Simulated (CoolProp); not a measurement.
Saturation properties of normal hydrogen.

Model: reference Helmholtz-energy equation of state, Leachman 2009, in CoolProp.

| T (K) | p (bar) | liquid density (kg/m³) | vapour density (kg/m³) | liquid viscosity (µPa s) |
|---|---|---|---|---|
| 24.8 | 3.076 | ? | 3.736 | 9.60 |
| 25.5 | 3.562 | 63.91 | 4.312 | 9.12 |
| 26.2 | 4.099 | 62.74 | 4.961 | 8.66 |
| 26.8 | 4.602 | 61.67 | 5.583 | 8.28 |
| 27.5 | 5.242 | 60.35 | 6.398 | ? |
| 28.2 | 5.942 | 58.92 | 7.327 | 7.44 |
| 28.9 | 6.706 | 57.36 | 8.394 | 7.03 |
| 29.5 | 7.414 | ? | 9.446 | 6.67 |
| 30.2 | 8.305 | ? | 10.88 | ? |
| 30.9 | 9.272 | 51.73 | 12.63 | 5.82 |
| 31.5 | 10.16 | 49.44 | 14.50 | 5.42 |
| 32.2 | 11.29 | 45.95 | 17.48 | 4.87 |

What belongs in the gaps?


- 24.8, liquid density (kg/m³): 65.01
- 27.5, liquid viscosity (µPa s): 7.85
- 29.5, liquid density (kg/m³): 55.88
- 30.2, liquid density (kg/m³): 53.96
- 30.2, liquid viscosity (µPa s): 6.26

It boils at 20.4 K under 1 atm.

Viscosity comes from a separate model (Muzny 2013).
